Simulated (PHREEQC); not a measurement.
0.3 g of hydrous ferric oxide (600 m²/g; 0.2 weak and 0.005 strong sites per Fe, Dzombak-Morel constants, diffuse double layer) in 1 kg of water with 0.005 mol/kgw of an inert sodium salt, at 25 °C; the pH is set by adding NaOH or the inert anion's acid. Oxygen is held at 0.21 atm. CO2 from the air is kept out. Precipitation was switched off in this run.

All values are PHREEQC results (ion-association model, wateq4f.dat), not measurements.

```json
[
 {"pH": "4", "surface charge σ (C/m²)": "0.184", "surface potential ψ (mV)": "193"},
 {"pH": "5", "surface charge σ (C/m²)": "(withheld)", "surface potential ψ (mV)": "(withheld)"},
 {"pH": "6", "surface charge σ (C/m²)": "0.038", "surface potential ψ (mV)": "114"},
 {"pH": "7", "surface charge σ (C/m²)": "0.013", "surface potential ψ (mV)": "62"},
 {"pH": "8", "surface charge σ (C/m²)": "0.001", "surface potential ψ (mV)": "6"},
 {"pH": "9", "surface charge σ (C/m²)": "-0.009", "surface potential ψ (mV)": "-50"},
 {"pH": "10", "surface charge σ (C/m²)": "-0.030", "surface potential ψ (mV)": "(withheld)"},
 {"pH": "11", "surface charge σ (C/m²)": "-0.081", "surface potential ψ (mV)": "-148"},
 {"pH": "12", "surface charge σ (C/m²)": "-0.215", "surface potential ψ (mV)": "-172"}
]
```

Problem. Complete the blanks.

Solution. 
- 5, surface charge σ (C/m²): 0.091
- 5, surface potential ψ (mV): 158
- 10, surface potential ψ (mV): -103
